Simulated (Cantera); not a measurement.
Charge: 1 mol Fe(CO)₅, 0.55 mol O₂, 58 mol H₂, held at 0.00133 bar.

Equilibrium computed with Cantera from the NASA thermochemical tables; the gas is ideal and each condensed phase is pure. Candidate condensed phases: C, C₆H₆, C₇H₈, C₈H₁₈, Fe, Fe(CO)₅, FeO, Fe(OH)₂, Fe(OH)₃, Fe₂O₃, Fe₃O₄, H₂O; 114 gas species. The numbers say what is thermodynamically allowed, not how fast it happens.

Question: Which condensed phases are stable at each of these points (T (K)): 948, 1023, 1098, 1173, 1248, 1323, 1398, 1473, 1548?

Answer: 
```
T (K)  condensed phases  Fe condensed (%)
-----  ----------------  ----------------
948               Fe(α)             100.0
1023              Fe(α)             100.0
1098              Fe(α)             100.0
1173              Fe(α)             100.0
1248              Fe(γ)             100.0
1323              Fe(γ)             100.0
1398              Fe(γ)              99.9
1473              Fe(γ)              99.6
1548              Fe(γ)              98.1
```

From 948 K to 1173 K the condensed part is Fe(α). From 1248 K to 1548 K the condensed part is Fe(γ).
